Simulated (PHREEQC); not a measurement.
PHREEQC input (ion-association model, phreeqc.dat):

```
SOLUTION 0
  temp 15
  units mmol/kgw
  pH 7 charge
  Cl 10.71
  Na 2.9
  Ba 3.9
  O(0) 1 O2(g) -0.68
SOLUTION 1-30
  temp 15
  units mmol/kgw
  pH 7 charge
  Cl 16.81
  Cd 1.4
  Li 14
  O(0) 1 O2(g) -0.68
END
EXCHANGE 1-30
  X 0.0096
  -equilibrate 1
END
SELECTED_OUTPUT 1
  -reset false
  -pH true
  -pe true
  -ionic_strength true
  -water true
  -step true
  -totals Ba Cd Cl Li Na
  -molalities BaX2 LiX CdX2 NaX
  -saturation_indices Halite Cd(OH)2
PRINT
  -reset false
TRANSPORT
  -cells 30
  -shifts 120
  -lengths 0.00666667
  -time_step 720
  -dispersivities 0.007
  -boundary_conditions flux flux
  -correct_disp true
  -punch_cells 30
  -punch_frequency 4
END
```

Selected output (columns that matter, 24 of 31 rows; pore volumes added in front):

```
pore volumes	pH	mu	Ba	Cd	Cl	Li	Na	m_BaX2	m_LiX	m_CdX2	m_NaX	si_Halite	si_Cd(OH)2
0	5.0461	0.016823	0	0.0014	0.01681	0.014	0	0	0.0014919	0.0040541	0	-1000	-6.9196
0.15	5.0461	0.016823	0	0.0014	0.01681	0.014	0	0	0.0014919	0.0040541	0	-1000	-6.9196
0.4167	5.0461	0.016821	1.1201e-25	0.0013996	0.016808	0.013998	2.3926e-07	7.6018e-25	0.0014918	0.0040541	3.1264e-08	-10.086	-6.9197
0.55	5.046	0.016736	9.5003e-21	0.0013884	0.01672	0.013919	1.4422e-05	6.4882e-20	0.001488	0.0040551	1.8903e-06	-8.308	-6.922
0.6833	5.0456	0.016271	4.1804e-17	0.0013509	0.016238	0.013397	0.00012898	2.9103e-16	0.0014461	0.0040684	1.707e-05	-7.3677	-6.9272
0.95	5.043	0.014069	4.3758e-11	0.0016153	0.013907	0.0096339	0.0010322	2.5013e-10	0.00094228	0.004267	0.00012378	-6.5306	-6.813
1.0833	5.0415	0.013051	8.3518e-09	0.0021148	0.012733	0.0068403	0.0016534	3.6253e-08	0.00058301	0.0044221	0.00017278	-6.3697	-6.6745
1.2167	5.0404	0.012394	3.6131e-07	0.0026778	0.011876	0.0043445	0.0021652	1.2269e-06	0.00032751	0.004535	0.00020013	-6.2904	-6.5548
1.35	5.0397	0.012041	4.8643e-06	0.0031347	0.011334	0.0025319	0.0025134	1.3948e-05	0.0001754	0.0045916	0.00021347	-6.2527	-6.475
1.6167	5.0393	0.011869	0.00011641	0.0035319	0.010863	0.00071966	0.0028364	0.00027719	4.543e-05	0.0043903	0.00021953	-6.2251	-6.4133
1.75	5.0395	0.01198	0.00032297	0.0034359	0.010781	0.00035992	0.0028937	0.00071296	2.1876e-05	0.0039683	0.00021564	-6.2186	-6.4247
1.8833	5.04	0.012234	0.00070451	0.0031152	0.010742	0.00017429	0.0029187	0.0014174	1.0113e-05	0.0032737	0.00020765	-6.2122	-6.4686
2.15	5.0417	0.013077	0.0018854	0.0019864	0.010716	3.79e-05	0.0029247	0.0030465	1.9708e-06	0.0016593	0.00018647	-6.1968	-6.6707
2.2833	5.0426	0.013508	0.0024681	0.0014147	0.010713	1.7179e-05	0.0029199	0.0036386	8.5329e-07	0.0010721	0.00017782	-6.1898	-6.8216
2.4167	5.0433	0.013859	0.0029316	0.00095787	0.010711	7.6813e-06	0.0029146	0.0040388	3.6883e-07	0.00067518	0.00017159	-6.1843	-6.9938
2.6833	5.0441	0.014291	0.0034926	0.00040341	0.01071	1.4904e-06	0.0029067	0.0044558	6.8867e-08	0.00026181	0.00016467	-6.1779	-7.3729
2.8167	5.0443	0.014407	0.0036415	0.00025606	0.01071	6.4915e-07	0.0029044	0.0045558	2.9704e-08	0.00016271	0.00016294	-6.1762	-7.5712
2.95	5.0445	0.014482	0.0037372	0.00016128	0.01071	2.8111e-07	0.0029028	0.0046179	1.2783e-08	0.00010112	0.00016185	-6.1751	-7.7726
3.0833	5.0446	0.01453	0.003798	0.00010108	0.01071	1.2114e-07	0.0029018	0.0046566	5.4873e-09	6.2845e-05	0.00016116	-6.1744	-7.9759
3.35	5.0446	0.014579	0.0038603	3.9326e-05	0.01071	2.2229e-08	0.0029007	0.0046955	1.0029e-09	2.424e-05	0.00016046	-6.1737	-8.3863
3.4833	5.0447	0.01459	0.0038753	2.4446e-05	0.01071	9.4761e-09	0.0029004	0.0047048	4.2714e-10	1.5038e-05	0.00016029	-6.1736	-8.5928
3.6167	5.0447	0.014598	0.0038847	1.517e-05	0.01071	4.0287e-09	0.0029003	0.0047106	1.8149e-10	9.3198e-06	0.00016019	-6.1735	-8.8001
3.8833	5.0447	0.014605	0.0038941	5.8162e-06	0.01071	7.2328e-10	0.0029001	0.0047164	3.2563e-11	3.5685e-06	0.00016008	-6.1734	-9.2165
4.0167	5.0447	0.014607	0.0038964	3.5943e-06	0.01071	3.0559e-10	0.0029001	0.0047178	1.3756e-11	2.2046e-06	0.00016006	-6.1733	-9.4256
```
